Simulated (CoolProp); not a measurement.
The numbers come from the reference Helmholtz-energy equation of state, Setzmann 1991 in CoolProp.

**Question.** Give the vapour pressure (MPa), liquid density (kg/m³), vapour density (kg/m³), liquid cp (kJ/(kg K)) of saturated methane at 146.3, 164.1, 169.2 K.

**Answer.** 
```json
[
 {"T (K)": "146.3", "p (MPa)": "0.876", "liquid density (kg/m³)": "365", "vapour density (kg/m³)": "13.8", "liquid cp (kJ/(kg K))": "3.95"},
 {"T (K)": "164.1", "p (MPa)": "1.87", "liquid density (kg/m³)": "326", "vapour density (kg/m³)": "30.3", "liquid cp (kJ/(kg K))": "4.68"},
 {"T (K)": "169.2", "p (MPa)": "2.26", "liquid density (kg/m³)": "313", "vapour density (kg/m³)": "37.7", "liquid cp (kJ/(kg K))": "5.10"}
]
```
